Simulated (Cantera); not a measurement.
Input: 1 mol HMDSO, 1 mol O2, 4.1 mol NO, equilibrated at 725 °C and 27.8 Torr.

Method: chemical equilibrium by Gibbs-energy minimisation in Cantera with the NASA 1993 tables (ideal gas, pure condensed phases). Candidate condensed phases: C, C6H6, C7H8, C8H18, H2O, Si, SiC, SiO2, Si2N2O, Si3N4; 151 gas species. The feed counts by its element totals alone. Rates play no part.

Question: What is the equilibrium state?

Answer: 
```
Item                                 Result
--------------------------------  ---------
x(H2)                                 0.634
x(CO)                                 0.216
x(N2)                                 0.146
x(H2O)                              0.00207
x(CH4)                              0.00145
x(CO2)                              0.00102
x(NH3)                              4.20e-6
x(HCN)                              1.53e-6
n(C(graphite))                     2.92 mol
n(SiO2(β-quartz))                  2.00 mol
gas amount                        14.09 mol
log10 activity of Si(s) (absent)     -13.09
```
